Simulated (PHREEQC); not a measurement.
A solution holds 0.0054 mol/kgw HBF4 and 0.00057 mol/kgw Mn(NO3)2, at 20 °C. Closed to the air; pH follows from the charge balance.

All values are PHREEQC results (ion-association model, phreeqc.dat), not measurements.

```yaml
pH: 2.33
ionic_strength: 0.00674 mol/kgw
total_alkalinity: -21.6 meq/kg
```

```
species  molality  activity   log γ
-------  --------  --------  ------
H+        0.00504   0.00466  -0.033
HF        0.00407   0.00407   0.001
BF4-      0.00392   0.00360  -0.037
NO3-      0.00114   0.00104  -0.038
H3BO3     0.00107   0.00107   0.001
F-       0.000695  0.000637  -0.038
```

This is a speciation only: nothing precipitates in the calculation. Complexes and solids missing from the database can't appear. Real BF4- forms and hydrolyses slowly; the run takes it at equilibrium.
